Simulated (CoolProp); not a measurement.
Saturation properties of R365MFC (Tc = 186.9 °C, pc = 32.66 bar, ω = 0.377).

Model: reference Helmholtz-energy equation of state, Lemmon 2016, in CoolProp.

```json
[
 {"T (°C)": "72.75", "p (bar)": "2.874", "liquid density (kg/m³)": "1148", "vapour density (kg/m³)": "16.36", "enthalpy of vaporisation (kJ/kg)": "171.0"},
 {"T (°C)": "80.45", "p (bar)": "3.561", "liquid density (kg/m³)": "1128", "vapour density (kg/m³)": "20.16", "enthalpy of vaporisation (kJ/kg)": "166.5"},
 {"T (°C)": "88.25", "p (bar)": "4.379", "liquid density (kg/m³)": "1108", "vapour density (kg/m³)": "24.73", "enthalpy of vaporisation (kJ/kg)": "161.7"},
 {"T (°C)": "95.95", "p (bar)": "5.319", "liquid density (kg/m³)": "1087", "vapour density (kg/m³)": "30.04", "enthalpy of vaporisation (kJ/kg)": "156.8"},
 {"T (°C)": "103.75", "p (bar)": "6.419", "liquid density (kg/m³)": "1065", "vapour density (kg/m³)": "36.38", "enthalpy of vaporisation (kJ/kg)": "151.5"},
 {"T (°C)": "111.45", "p (bar)": "7.667", "liquid density (kg/m³)": "1042", "vapour density (kg/m³)": "43.73", "enthalpy of vaporisation (kJ/kg)": "145.9"},
 {"T (°C)": "119.25", "p (bar)": "9.111", "liquid density (kg/m³)": "1017", "vapour density (kg/m³)": "52.51", "enthalpy of vaporisation (kJ/kg)": "139.9"},
 {"T (°C)": "126.95", "p (bar)": "10.73", "liquid density (kg/m³)": "990.9", "vapour density (kg/m³)": "62.75", "enthalpy of vaporisation (kJ/kg)": "133.6"},
 {"T (°C)": "134.75", "p (bar)": "12.59", "liquid density (kg/m³)": "962.6", "vapour density (kg/m³)": "75.10", "enthalpy of vaporisation (kJ/kg)": "126.7"},
 {"T (°C)": "142.45", "p (bar)": "14.66", "liquid density (kg/m³)": "932.3", "vapour density (kg/m³)": "89.75", "enthalpy of vaporisation (kJ/kg)": "119.1"},
 {"T (°C)": "150.25", "p (bar)": "17.01", "liquid density (kg/m³)": "898.4", "vapour density (kg/m³)": "107.9", "enthalpy of vaporisation (kJ/kg)": "110.6"},
 {"T (°C)": "157.95", "p (bar)": "19.62", "liquid density (kg/m³)": "860.6", "vapour density (kg/m³)": "130.1", "enthalpy of vaporisation (kJ/kg)": "100.9"},
 {"T (°C)": "165.75", "p (bar)": "22.59", "liquid density (kg/m³)": "816.1", "vapour density (kg/m³)": "159.3", "enthalpy of vaporisation (kJ/kg)": "89.41"},
 {"T (°C)": "173.45", "p (bar)": "25.88", "liquid density (kg/m³)": "761.8", "vapour density (kg/m³)": "198.8", "enthalpy of vaporisation (kJ/kg)": "75.18"}
]
```

It boils at 40.2 °C under 1 atm.
